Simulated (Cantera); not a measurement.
Mixture: H2 : O2 : N2 = 1 : 0.694 : 3.61 (molar parts), equivalence ratio 0.72, at 0.520 bar, adiabatic and at constant pressure. Ignition delay is the time to a rise of 400 K.

Detailed kinetics in Cantera: GRI-Mech 3.0 (53 species, 325 reactions). Where the delays flatten at high temperature, the 400 K rule measures the pace of heat release, not the induction time.

Question: Predict: delay at 1100 K; delay at 1175 K; delay at 1250 K; delay at 1325 K; delay at 1400 K.

Answer: 
```json
{
  "delay at 1100 K": "0.206 ms",
  "delay at 1175 K": "0.141 ms",
  "delay at 1250 K": "0.108 ms",
  "delay at 1325 K": "91.7 µs",
  "delay at 1400 K": "84.0 µs"
}
```
